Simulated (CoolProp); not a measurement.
A single-stage vapour-compression cycle with nitrous oxide: evaporating at 231.15 K (dew point), condensing at 294.15 K (bubble point), superheat 5 K, subcooling 8 K, compressor efficiency 0.75, no pressure losses. Each further row changes one setting.

Values from CoolProp's reference Helmholtz-energy equation of state, Lemmon 2006. It is a short technical equation, of lower accuracy than the large ones.

| case | cooling COP | pressure ratio | discharge temperature (K) | refrigerating effect (kJ/kg) | volumetric capacity (kJ/m³) |
|---|---|---|---|---|---|
| as stated | 1.82 | 5.91 | 383.6 | 207 | 4550 |
| evaporating temperature 236.15 K | 2.07 | 4.96 | 374.0 | 209 | 5450 |
| condensing temperature 289.15 K | 2.08 | 5.27 | 372.7 | 219 | 4810 |
| subcooling 13 K | 1.93 | 5.91 | 383.6 | 219 | 4820 |
| superheat 15 K | 1.80 | 5.91 | 398.4 | 217 | 4500 |
| compressor efficiency 0.65 | 1.58 | 5.91 | 398.8 | 207 | 4550 |
